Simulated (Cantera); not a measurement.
Feed: 1 mol Fe2O3, 20 mol Cl2, 2.9 mol O2, at 0.0140 bar.

Equilibrium computed with Cantera from the NASA thermochemical tables; the gas is ideal and each condensed phase is pure. Candidate condensed phases: Fe, FeCl2, FeCl3, FeO, Fe2O3, Fe3O4; 13 gas species. Equilibrium is a limit: real reactors are often held back by kinetics, nucleation or transport.

x: gas mole fraction; n: condensed amount in mol.

```
T (°C)  x Cl2   x O2  x FeCl3      x Cl   x FeCl2    x ClO  x Fe2Cl6  n Fe2O3(s)
------  -----  -----  -------  --------  --------  -------  --------  ----------
627     0.863  0.131  0.00538  0.000581   3.98e-5  2.08e-6   4.97e-6       0.938
677     0.847  0.137   0.0142   0.00138  0.000231  4.32e-6   1.32e-5       0.834
727     0.815  0.150   0.0315   0.00296   0.00105  8.44e-6   2.73e-5       0.622
777     0.760  0.171   0.0589   0.00584   0.00383  1.56e-5   4.39e-5       0.266
827     0.718  0.186   0.0756         …         …        …         …           0
877     0.712  0.185        …         …         …        …         …           0
927     0.700  0.183   0.0626    0.0334    0.0206  6.66e-5   7.27e-6           0
```

Question: What belongs in the gaps?

Answer: 
- 877, x FeCl3: 0.0699
- 877, x Cl: 0.0195
- 877, x FeCl2: 0.0141
- 877, x ClO: 4.33e-5
- 877, x Fe2Cl6: 1.62e-5
- 827, x Cl: 0.0109
- 827, x FeCl2: 0.00897
- 827, x ClO: 2.69e-5
- 827, x Fe2Cl6: 3.58e-5
